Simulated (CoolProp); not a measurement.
R1224YDZ along the isotherm 163.25 °C: fugacity coefficient from the reference equation and from simpler models built on Tc = 155.5 °C, pc = 3334 kPa, ω = 0.325; each cubic takes its own stable root.

Computed with CoolProp (reference Helmholtz-energy equation of state, Akasaka 2023).

```tsv
p (kPa)	phase	reference	Redlich-Kwong	Soave-Redlich-Kwong
15.8	gas	0.9985	0.9985	0.9985
30	gas	0.9971	0.9971	0.9971
56.8	gas	0.9945	0.9945	0.9946
108	gas	0.9895	0.9895	0.9896
204	gas	0.9802	0.9803	0.9805
387	gas	0.9626	0.9627	0.9631
734	gas	0.9294	0.9297	0.9305
1390	gas	0.8675	0.8682	0.8697
2640	gas	0.7511	0.7528	0.7558
5000	supercritical	0.5162	0.5248	0.5323
```
